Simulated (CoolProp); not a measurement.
Sulfur hexafluoride along the isobar 3940 kPa: fugacity coefficient from the reference equation and from simpler models built on Tc = 45.6 °C, pc = 3755 kPa, ω = 0.210; each cubic takes its own stable root.

Model: reference Helmholtz-energy equation of state, Guder 2009, in CoolProp.

| T (°C) | phase | reference | van der Waals | Peng-Robinson |
|---|---|---|---|---|
| -32.65 | liquid | 0.1183 | 0.2764 | 0.1180 |
| -4.05 | liquid | 0.2631 | 0.4155 | 0.2606 |
| 24.55 | liquid | 0.4703 | 0.5664 | 0.4615 |
| 53.15 | supercritical | 0.6818 | 0.7008 | 0.6570 |
| 81.75 | supercritical | 0.7672 | 0.7640 | 0.7417 |
| 110.35 | supercritical | 0.8238 | 0.8081 | 0.8005 |
| 139.05 | supercritical | 0.8652 | 0.8417 | 0.8445 |
| 167.65 | supercritical | 0.8962 | 0.8681 | 0.8783 |
| 196.25 | supercritical | 0.9202 | 0.8892 | 0.9048 |
